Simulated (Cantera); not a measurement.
An adiabatic, constant-pressure homogeneous reactor starts with CH3OH : O2 : N2 = 1 : 3.57 : 13.4 (molar parts), equivalence ratio 0.42, at 1575 K and 10.9 atm.

Cantera simulation using GRI-Mech 3.0 (53 species, 325 reactions); the numbers are that mechanism's predictions, not measurements. GRI-Mech 3.0 was tuned for natural gas; its chemistry of methanol as a main component is partial and can be far from experiment.

**Question.** Predict: time of steepest temperature rise; temperature at 0.300 s; equilibrium temperature; x(O2) at 0.300 s.

**Answer.** 
* **time of steepest temperature rise**: 20.8 µs
* **temperature at 0.300 s**: 2436 K
* **equilibrium temperature**: 2436 K
* **x(O2) at 0.300 s**: 0.104 (gas-phase equilibrium 0.104)
